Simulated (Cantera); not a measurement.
Input: 1 mol SiCl₄, 0.35 mol NO, a varied amount of H₂, held at 850 °C and 13300 Pa.

These are equilibrium values from Cantera (NASA tables, ideal gas, pure condensed phases), not measurements of a reactor. Candidate condensed phases: H₂O, NH₄Cl, Si, SiO₂, Si₂N₂O, Si₃N₄; 47 gas species. Mutual solubility and eutectic melting of coexisting phases are not modelled. Rates play no part.

Question: What share of the Si ends up in condensed phases as a function of n(H₂) (mol), at 0.17, 0.23, 0.29, 0.38, 0.5, 0.64, 0.84, 1.1, 1.4, 1.8?

Answer: 
```
n(H₂) (mol)  Si condensed (%)                          as
-----------  ----------------  --------------------------
0.17                     17.5              SiO₂(β-quartz)
0.23                     17.5              SiO₂(β-quartz)
0.29                     17.5              SiO₂(β-quartz)
0.38                     18.3  SiO₂(β-quartz) + Si₂N₂O(s)
0.5                      23.7  SiO₂(β-quartz) + Si₂N₂O(s)
0.64                     29.7  SiO₂(β-quartz) + Si₂N₂O(s)
0.84                     37.3  SiO₂(β-quartz) + Si₂N₂O(s)
1.1                      42.8  SiO₂(β-quartz) + Si₂N₂O(s)
1.4                      43.6  SiO₂(β-quartz) + Si₂N₂O(s)
1.8                      43.7  SiO₂(β-quartz) + Si₂N₂O(s)
```
